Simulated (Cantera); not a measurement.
Cantera run:

```python
import numpy as np
import cantera as ct

gas_names = """
    C CH CH2 CH3 CH2OH CH3O CH4 CH3OH CO CO2 COOH C2 C2H CHCO,ketyl C2H2,acetylene C2H2,vinylidene
    CH2CO,ketene C2H3,vinyl CH3CO,acetyl C2H4 C2H4O,ethylen CH3CHO,ethanal CH3COOH (HCOOH)2 C2H5 C2H6
    CH3OCH3 C2H5OH C2O C3 C3H3,propargyl C3H4,allene C3H4,propyne C3H4,cyclo- C3H5,allyl C3H6,propylene
    C3H6,cyclo- C3H6O C3H7,n-propyl C3H7,i-propyl C3H8 C3H8O,1propanol C3H8O,2propanol C3O2 C4 C4H2
    C4H4,1,3-cyclo- C4H6,butadiene C4H6,2-butyne C4H6,cyclo- C4H8,1-butene C4H8,cis2-buten
    C4H8,tr2-butene C4H8,isobutene C4H8,cyclo- (CH3COOH)2 C4H9,n-butyl C4H9,i-butyl C4H9,s-butyl
    C4H9,t-butyl C4H10,isobutane C4H10,n-butane C5 C5H6,1,3cyclo- C5H8,cyclo- C5H10,1-pentene
    C5H10,cyclo- C5H11,pentyl C5H11,t-pentyl C5H12,n-pentane C5H12,i-pentane CH3C(CH3)2CH3 C6H2
    C6H5,phenyl C6H5O,phenoxy C6H6 C6H5OH,phenol C6H10,cyclo- C6H12,1-hexene C6H12,cyclo- C6H13,n-hexyl
    C7H7,benzyl C7H8 C7H8O,cresol C7H14,1-heptene C7H15,n-heptyl C7H16,n-heptane C8H8,styrene
    C8H10,ethylbenz C8H16,1-octene C8H17,n-octyl C8H18,isooctane C8H18,n-octane C9H19,n-nonyl
    C10H8,naphthale C10H21,n-decyl C12H9,o-bipheny C12H10,bipheny H HCO HO2 H2 HCHO,formaldehy HCOOH H2O
    H2O2 O OH O2 O3 Ta TaO TaO2
""".split()
cond_names = """
    C(gr) C6H6(L) C7H8(L) C8H18(L),n-octa H2O(s) H2O(L) Ta(cr) Ta(L) TaC(s) TaC(L) Ta2O5(s) Ta2O5(L)
""".split()


def load(file, names, dense=False):
    # The tables refer to 1 bar. Condensed volumes are neglected.
    table = {s.name: s for s in ct.Species.list_from_file(file)}
    out = []
    for n in names:
        d = dict(table[n].input_data)
        d["thermo"] = dict(d["thermo"], **{"reference-pressure": 1e5})
        if dense:
            d["equation-of-state"] = {"model": "constant-volume", "density": "1e6 g/cm^3"}
        out.append(ct.Species.from_dict(d))
    return out


gas = ct.Solution(thermo="ideal-gas", species=load("nasa_gas.yaml", gas_names))
cond = {s.name: ct.Solution(thermo="fixed-stoichiometry", species=[s], name=s.name)
        for s in load("nasa_condensed.yaml", cond_names, dense=True)}
atoms = {
    'Ta(OEt)5': {'Ta': 1, 'C': 10, 'H': 25, 'O': 5},
    'H2O': {'H': 2, 'O': 1},
    'H2': {'H': 2},
}
top_T = {'C(gr)': 4500}  # K; cautious upper limits of use, not melting points


def equilibrate(T, P, feed):
    n = {}
    for name, mol in feed.items():
        for a, k in atoms[name].items():
            n[a] = n.get(a, 0.0) + k * mol
    gas.TPX = T, P, n
    mass = sum(n.values()) * gas.mean_molecular_weight
    gas.equilibrate("TP")
    valid = [c for c in cond.values() if c.min_temp <= T <= top_T.get(c.name, c.max_temp)]
    mix = ct.Mixture([(gas, mass / gas.mean_molecular_weight)] + [(c, 0.0) for c in valid])
    mix.T, mix.P = T, P
    mix.equilibrate("TP", solver="vcs", rtol=1e-11, max_steps=5000)
    return mix


results = []
feed = {'Ta(OEt)5': 1, 'H2O': 0.28, 'H2': 73}  # mol
T = 2750  # K
P = 6600  # Pa
mix = equilibrate(T, P, feed)
results.append((T, P, feed, dict(zip(mix.species_names, mix.species_moles))))
x = sorted(zip(gas.X, gas.species_names), reverse=True)
print(f"T = {T:g} K  P = {P:g} Pa  gas = {mix.phase_moles(0):.4g} mol")
print("   x: " + "  ".join(f"{s} {v:.3e}" for v, s in x if v > 0.0001))
print("   condensed (mol): " + ("  ".join(f"{mix.phase(i).name} {mix.phase_moles(i):.4g}"
      for i in range(1, mix.n_phases) if mix.phase_moles(i) > 1e-12) or "none"))
```

Result:

```
T = 2750 K  P = 6600 Pa  gas = 102.6 mol
   x: H2 7.068e-01  H 2.239e-01  CO 5.146e-02  C2H2,acetylene 1.678e-02  C2H 6.161e-04  C3 1.981e-04  C4H2 1.656e-04
   condensed (mol): TaC(s) 1
```

These are equilibrium values from Cantera (NASA tables, ideal gas, pure condensed phases), not measurements of a reactor. The feed counts by its element totals alone. TaC: taken at fixed stoichiometry. Condensed phases not in the tables: Ta2C.
